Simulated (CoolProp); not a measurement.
The numbers come from the reference Helmholtz-energy equation of state, Thol 2015 in CoolProp.

Question: Give the vapour pressure (MPa), vapour density (kg/m³), enthalpy of vaporisation (kJ/kg), surface tension (mN/m) of saturated octamethylcyclotetrasiloxane (D4) at 190.25, 213.85 °C.

Answer: 
| T (°C) | p (MPa) | vapour density (kg/m³) | enthalpy of vaporisation (kJ/kg) | surface tension (mN/m) |
|---|---|---|---|---|
| 190.25 | 0.144 | 12.3 | 125 | 6.45 |
| 213.85 | 0.243 | 20.8 | 115 | 4.99 |

Surface tension comes from a separate correlation (Mulero 2014), older than this fluid's equation and unchecked against measurements.
